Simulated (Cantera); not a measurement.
A Cantera script and what it prints.

```python
import numpy as np
import cantera as ct

gas_names = [...]  # 87 gases of nasa_gas.yaml made of C, H, Si
cond_names = """
    C(gr) C6H6(L) C7H8(L) C8H18(L),n-octa Si(cr) Si(L) SiC(b)
""".split()


# ... load() reads the species with a 1 bar reference pressure and builds the phases ...
atoms = {
    'CH3SiH3': {'C': 1, 'H': 6, 'Si': 1},
    'C2H4': {'C': 2, 'H': 4},
    'H2': {'H': 2},
}
top_T = {'C(gr)': 4500, 'SiC(b)': 3050}  # K; cautious upper limits of use, not melting points


# ... equilibrate(T, P, feed) seeds the gas with the atoms and calls Mixture.equilibrate('TP', solver="vcs", rtol=1e-11, max_steps=5000) ...
results = []
feed = {'CH3SiH3': 1, 'C2H4': 0.22, 'H2': 230}  # mol
T = 975  # K
for P in [100, 400, 1600, 6300, 25000, 100000]:
    mix = equilibrate(T, P, feed)
    results.append((T, P, feed, dict(zip(mix.species_names, mix.species_moles))))
    x = sorted(zip(gas.X, gas.species_names), reverse=True)
    print(f"T = {T:g} K  P = {P:g} Pa  gas = {mix.phase_moles(0):.4g} mol")
    print("   x: " + "  ".join(f"{s} {v:.3e}" for v, s in x if v > 1e-06))
    print("   condensed (mol): " + ("  ".join(f"{mix.phase(i).name} {mix.phase_moles(i):.4g}"
          for i in range(1, mix.n_phases) if mix.phase_moles(i) > 1e-12) or "none"))
```

Result:

```
T = 975 K  P = 100 Pa  gas = 233.4 mol
   x: H2 9.999e-01  CH4 1.256e-04
   condensed (mol): C(gr) 0.4107  SiC(b) 1
T = 975 K  P = 400 Pa  gas = 233.3 mol
   x: H2 9.995e-01  CH4 5.021e-04
   condensed (mol): C(gr) 0.3229  SiC(b) 1
T = 975 K  P = 1600 Pa  gas = 233 mol
   x: H2 9.981e-01  CH4 1.888e-03
   condensed (mol): SiC(b) 1
T = 975 K  P = 6300 Pa  gas = 233 mol
   x: H2 9.981e-01  CH4 1.888e-03
   condensed (mol): SiC(b) 1
T = 975 K  P = 25000 Pa  gas = 233 mol
   x: H2 9.981e-01  CH4 1.888e-03
   condensed (mol): SiC(b) 1
T = 975 K  P = 100000 Pa  gas = 233 mol
   x: H2 9.981e-01  CH4 1.888e-03
   condensed (mol): SiC(b) 1
```

Method: chemical equilibrium by Gibbs-energy minimisation in Cantera with the NASA 1993 tables (ideal gas, pure condensed phases). The feed counts by its element totals alone.
